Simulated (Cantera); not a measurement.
Cantera run:

```python
import numpy as np
import cantera as ct

gas_names = [...]  # 110 gases of nasa_gas.yaml made of C, H, O
cond_names = """
    C(gr) C6H6(L) C7H8(L) C8H18(L),n-octa H2O(s) H2O(L)
""".split()


# ... load() reads the species with a 1 bar reference pressure and builds the phases ...
atoms = {
    'n-butane': {'C': 4, 'H': 10},
    'CO2': {'C': 1, 'O': 2},
}
top_T = {'C(gr)': 4500}  # K; cautious upper limits of use, not melting points


# ... equilibrate(T, P, feed) seeds the gas with the atoms and calls Mixture.equilibrate('TP', solver="vcs", rtol=1e-11, max_steps=5000) ...
results = []
feed = {'n-butane': 1, 'CO2': 0.037}  # mol
T = 898.15  # K
P = 360  # Pa
mix = equilibrate(T, P, feed)
results.append((T, P, feed, dict(zip(mix.species_names, mix.species_moles))))
print(gas.report(threshold=1e-06))
for i in range(1, mix.n_phases):
    print(f"{mix.phase(i).name:16s} {mix.phase_moles(i):12.5e} mol")
```

Output:

```
       temperature   898.15 K
          pressure   360 Pa
           density   0.00011618 kg/m^3
  mean mol. weight   2.4099 kg/kmol
   phase of matter   gas

                          1 kg             1 kmol
                     ---------------   ---------------
          enthalpy        6.6116e+06        1.5933e+07  J
   internal energy        3.5128e+06        8.4655e+06  J
           entropy             87796        2.1158e+05  J/K
    Gibbs function       -7.2243e+07        -1.741e+08  J
 heat capacity c_p             12468             30047  J/K
 heat capacity c_v            9018.2             21733  J/K

                      mass frac. Y      mole frac. X     chem. pot. / RT
                     ---------------   ---------------   ---------------
               CH4         0.0074236         0.0011151           -47.152
                CO           0.16812          0.014464           -49.992
               CO2        8.0514e-05        4.4089e-06           -98.608
                H2           0.82341           0.98429           -22.888
               H2O        0.00096547        0.00012915           -71.503
     [ +105 minor]        1.7098e-08        3.2327e-09

C(gr)             3.95803e+00 mol
```

Cantera equilibrium calculation (NASA polynomials, part measured and part estimated; ideal gas, pure solids and liquids).
